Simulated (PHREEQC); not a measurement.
Make-up at 45 °C: 0.031 mol HF, 6.2e-05 mol (NH4)2SiF6 and 0.025 mol H2SO4 per kg of water. Closed to the air; pH follows from the charge balance.

The numbers come from PHREEQC with the ion-association model, wateq4f.dat.

No solid was allowed to form.

Problem. Estimate the pH, ionic strength.

Solution. pH 1.55; ionic strength 0.0400 mol/kgw.

Problem. In which forms is N present?

Solution. NH4+ 96 %, NH4SO4- 4.2 % of the N.

wateq4f.dat counts part of the HF as a dimer, H2F2, which phreeqc.dat doesn't know; its constant is uncertain. Away from 25 °C the constants follow the database's enthalpies or fits; those with neither stay at their 25 °C values. SiF6-2 is the database's only silicon fluoride.
